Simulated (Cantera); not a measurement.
# Cu₂O + CO + H₂ (carbothermic reduction)

A closed system holds: 1 mol Cu₂O, 5.7 mol CO, 0.46 mol H₂, held at 1.00 Torr.

Equilibrium computed with Cantera from the NASA thermochemical tables; the gas is ideal and each condensed phase is pure. Candidate condensed phases: C, C₆H₆, C₇H₈, C₈H₁₈, Cu, CuO, Cu(OH)₂, Cu₂O, H₂O; 113 gas species. Rates play no part.

| T (K) | x CO | x Cu | x CO₂ | x H₂ | x H₂O | n Cu(s) | n Cu(l) |
|---|---|---|---|---|---|---|---|
| 1323 | 0.782 | 0.000201 | 0.143 | 0.0557 | 0.0190 | 2.00 | 0 |
| 1373 | 0.783 | 0.000593 | 0.142 | 0.0543 | 0.0203 | 0 | 2.00 |
| 1423 | 0.783 | 0.00157 | 0.141 | 0.0530 | 0.0215 | 0 | 1.99 |
| 1473 | 0.783 | 0.00388 | 0.139 | 0.0516 | 0.0227 | 0 | 1.98 |
| 1523 | 0.780 | 0.00903 | 0.137 | 0.0502 | 0.0237 | 0 | 1.94 |
| 1573 | 0.772 | 0.0199 | 0.135 | 0.0486 | 0.0245 | 0 | 1.87 |
| 1623 | 0.756 | 0.0417 | 0.131 | 0.0464 | 0.0249 | 0 | 1.73 |
| 1673 | 0.724 | 0.0834 | 0.124 | 0.0434 | 0.0246 | 0 | 1.44 |
| 1723 | 0.664 | 0.160 | 0.113 | 0.0389 | 0.0233 | 0 | 0.822 |
| 1773 | 0.597 | 0.244 | 0.101 | 0.0342 | 0.0214 | 0 | 0 |
| 1823 | 0.597 | 0.244 | 0.100 | 0.0333 | 0.0219 | 0 | 0 |
x: gas mole fraction; n: condensed amount in mol.

At 1323 K the condensed part is Cu(s). From 1373 K to 1723 K the condensed part is Cu(l). From 1773 K to 1823 K nothing is condensed. The main Cu-bearing gas is Cu throughout.
